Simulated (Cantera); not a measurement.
An isothermal, constant-pressure homogeneous reactor starts with N₂O : H₂O = 4.8 : 0.018 (molar parts), at 1250 K and 0.0405 atm.

Cantera simulation using GRI-Mech 3.0 (53 species, 325 reactions); the numbers are that mechanism's predictions, not measurements. GRI-Mech 3.0 was tuned for natural gas; its chemistry of N2O as a main component is partial and can be far from experiment. Radical loss at walls, strong at low pressure, is not modelled. The mechanism lacks the step 2 NO + O2 → 2 NO2, which can matter for NO2 below about 1400 K. The temperature is held fixed by assumption; the heat of reaction is taken as removed at once.

x: mole fraction; the columns are a selection and need not sum to one.

| t (s) | x N₂O | x H₂O | x OH | x H | x HO₂ | x H₂ |
|---|---|---|---|---|---|---|
| 0.000800 | 0.996 | 0.00374 | 1.74e-7 | 3.89e-11 | [?] | 1.18e-12 |
| 0.00168 | 0.996 | 0.00374 | 3.74e-7 | 8.81e-11 | [?] | 1.05e-11 |
| 0.00354 | 0.996 | 0.00374 | 7.20e-7 | 1.84e-10 | [?] | 8.18e-11 |
| 0.00744 | 0.996 | 0.00373 | 1.26e-6 | 3.64e-10 | [?] | 4.81e-10 |
| 0.0157 | 0.995 | 0.00373 | 2.24e-6 | 6.92e-10 | [?] | 1.80e-9 |
| 0.0329 | 0.993 | 0.00373 | 4.16e-6 | 1.18e-9 | [?] | 4.93e-9 |
| 0.0693 | 0.990 | 0.00372 | 6.06e-6 | 1.55e-9 | [?] | 1.01e-8 |
| 0.146 | 0.982 | 0.00371 | 7.49e-6 | 1.75e-9 | [?] | 1.43e-8 |
| 0.307 | 0.967 | 0.00370 | 8.74e-6 | 1.88e-9 | [?] | 1.35e-8 |
| 0.645 | 0.937 | 0.00366 | 9.81e-6 | 2.00e-9 | [?] | 1.01e-8 |
| 1.36 | 0.877 | 0.00358 | 1.06e-5 | 2.16e-9 | [?] | 8.54e-9 |
| 2.85 | 0.767 | 0.00344 | 1.09e-5 | 2.38e-9 | [?] | 8.21e-9 |
| 6.00 | 0.587 | 0.00322 | 1.08e-5 | 2.73e-9 | [?] | 8.61e-9 |

Task: Complete the blanks.

Result: 
- 0.000800, x HO₂: 9.99e-9
- 0.00168, x HO₂: 4.85e-8
- 0.00354, x HO₂: 2.02e-7
- 0.00744, x HO₂: 6.78e-7
- 0.0157, x HO₂: 1.55e-6
- 0.0329, x HO₂: 2.02e-6
- 0.0693, x HO₂: 1.68e-6
- 0.146, x HO₂: 1.17e-6
- 0.307, x HO₂: 7.57e-7
- 0.645, x HO₂: 4.49e-7
- 1.36, x HO₂: 2.38e-7
- 2.85, x HO₂: 1.14e-7
- 6.00, x HO₂: 4.97e-8
